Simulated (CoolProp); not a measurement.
A simple Rankine cycle with water: condensing at 315.15 K, boiler at 7.81 MPa, turbine inlet 581.5 K, turbine efficiency 0.85, pump efficiency 0.8, no recuperator. Each further row changes one setting.

Model: reference Helmholtz-energy equation of state, Wagner 2002, in CoolProp.

```json
[
 {"case": "as stated", "thermal efficiency (%)": "31.5", "net work (kJ/kg)": "835", "heat in (kJ/kg)": "2650", "turbine exit temperature (K)": "315.1", "volume ratio over the turbine": "508"},
 {"case": "turbine inlet 601.5 K", "thermal efficiency (%)": "31.7", "net work (kJ/kg)": "867", "heat in (kJ/kg)": "2730", "turbine exit temperature (K)": "315.1", "volume ratio over the turbine": "479"},
 {"case": "condensing temperature 307.15 K", "thermal efficiency (%)": "32.5", "net work (kJ/kg)": "871", "heat in (kJ/kg)": "2680", "turbine exit temperature (K)": "307.1", "volume ratio over the turbine": "756"},
 {"case": "boiler pressure 5.47 MPa", "thermal efficiency (%)": "30.5", "net work (kJ/kg)": "840", "heat in (kJ/kg)": "2750", "turbine exit temperature (K)": "315.1", "volume ratio over the turbine": "337"},
 {"case": "turbine efficiency 0.75", "thermal efficiency (%)": "27.7", "net work (kJ/kg)": "736", "heat in (kJ/kg)": "2650", "turbine exit temperature (K)": "315.1", "volume ratio over the turbine": "536"}
]
```

The expansion ends wet for: as stated; turbine inlet 601.5 K; condensing temperature 307.15 K; boiler pressure 5.47 MPa; turbine efficiency 0.75.
